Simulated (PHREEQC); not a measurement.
Consider water at 25 °C with 68 mmol/kgw NaOH, 0.14 mmol/kgw H4SiO4 and 52 mmol/kgw Na2CO3. Closed to the air; pH follows from the charge balance.

Equilibrium calculation in PHREEQC: ion-association model, phreeqc.dat.

* **pH**: 12.68
* **ionic strength**: 0.175 mol/kgw
* **specific conductance**: 19500 µS/cm
* **density**: 1.006 g/cm³
* **total alkalinity**: 172 meq/kg

```
species   molality  activity   log γ
--------  --------  --------  ------
Na+          0.147     0.111  -0.122
OH-         0.0678    0.0487  -0.144
CO3-2       0.0275   0.00889  -0.490
NaCO3-      0.0245    0.0184  -0.124
H3SiO4-    8.04e-5   5.86e-5  -0.138
H2SiO4-2   5.95e-5   1.93e-5  -0.490
```

This is a speciation only: nothing precipitates in the calculation. Complexes and solids missing from the database can't appear.
